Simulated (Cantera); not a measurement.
Cantera run, input and output.

```python
import numpy as np
import cantera as ct

gas = ct.Solution("gri30.yaml")


def delay(T, t_max=10):
    gas.TPX = T, 100000, {'CH4': 1, 'O2': 4.17, 'N2': 15.4}
    reactor = ct.IdealGasReactor(gas, clone=False)
    net = ct.ReactorNet([reactor])
    net.rtol, net.atol = 1e-8, 1e-16
    while net.time < t_max:
        t_old, T_old = net.time, reactor.T
        net.step()
        if reactor.T > T + 400:  # ignition: a rise of 400 K
            return t_old + (T + 400 - T_old) / (reactor.T - T_old) * (net.time - t_old)
    return np.nan


taus = []
for T in [1223, 1273, 1323, 1373, 1423, 1473, 1523, 1573, 1623]:
    taus.append(delay(T))
    print(f"T0 = {T:6g} K   tau = {taus[-1]:.4e} s")
```

It prints:

```
T0 =   1223 K   tau = 2.1499e-02 s
T0 =   1273 K   tau = 1.0916e-02 s
T0 =   1323 K   tau = 5.7838e-03 s
T0 =   1373 K   tau = 3.2025e-03 s
T0 =   1423 K   tau = 1.8560e-03 s
T0 =   1473 K   tau = 1.1263e-03 s
T0 =   1523 K   tau = 7.1429e-04 s
T0 =   1573 K   tau = 4.7142e-04 s
T0 =   1623 K   tau = 3.2205e-04 s
```

Computed with Cantera and GRI-Mech 3.0 (53 species, 325 reactions).
